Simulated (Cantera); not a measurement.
An isothermal, constant-pressure homogeneous reactor starts with 0.826 % CH4, 99.2 % N2, at 1750 K and 1.00 bar.

Computed with Cantera and GRI-Mech 3.0 (53 species, 325 reactions). GRI-Mech 3.0 stops at C3 and has no aromatics, soot or wall deposition, so with more carbon than oxygen in the feed, carbon stays in small species such as C2H2 where larger ones or solid carbon would form.

x: mole fraction; the columns are a selection and need not sum to one.

```tsv
t (s)	x CH4	x H2	x CH3	x HCN	x C2H	x C2H4	x C2H2
0.000100	0.00823	1.53e-5	___	9.30e-12	<1e-12	1.40e-7	1.32e-9
0.000282	0.00817	4.91e-5	___	1.57e-10	3.29e-12	3.10e-6	8.96e-8
0.000795	0.00791	0.000243	___	3.78e-9	3.30e-10	5.61e-5	5.77e-6
0.00224	0.00652	0.00181	___	1.19e-7	8.51e-9	0.000427	0.000259
0.00631	0.00400	0.00591	___	8.32e-7	3.23e-8	0.000237	0.00178
0.0178	0.00204	0.00912	___	2.26e-6	4.64e-8	4.12e-5	0.00300
0.0502	0.000853	0.0110	___	4.43e-6	5.45e-8	7.60e-6	0.00365
0.141	0.000317	0.0118	___	6.94e-6	5.84e-8	2.37e-6	0.00393
0.399	0.000112	0.0121	___	9.44e-6	6.00e-8	1.72e-6	0.00403
1.12	3.93e-5	0.0122	___	1.20e-5	6.05e-8	1.66e-6	0.00407
3.17	1.42e-5	0.0123	___	1.46e-5	6.07e-8	1.66e-6	0.00408
8.93	6.94e-6	0.0123	___	1.78e-5	6.07e-8	1.66e-6	0.00408
25.2	6.08e-6	0.0123	2.60e-7	2.43e-5	6.07e-8	1.66e-6	0.00408
71.0	6.08e-6	0.0123	2.60e-7	4.25e-5	6.06e-8	1.66e-6	0.00407
200	6.21e-6	0.0123	2.66e-7	8.99e-5	6.02e-8	1.65e-6	0.00405
```

### Question
Some entries are withheld; supply them.

### Answer

- 0.000100, x CH3: 3.02e-5
- 0.000282, x CH3: 8.26e-5
- 0.000795, x CH3: 0.000202
- 0.00224, x CH3: 0.000305
- 0.00631, x CH3: 0.000177
- 0.0178, x CH3: 8.57e-5
- 0.0502, x CH3: 3.59e-5
- 0.141, x CH3: 1.34e-5
- 0.399, x CH3: 4.79e-6
- 1.12, x CH3: 1.68e-6
- 3.17, x CH3: 6.07e-7
- 8.93, x CH3: 2.97e-7
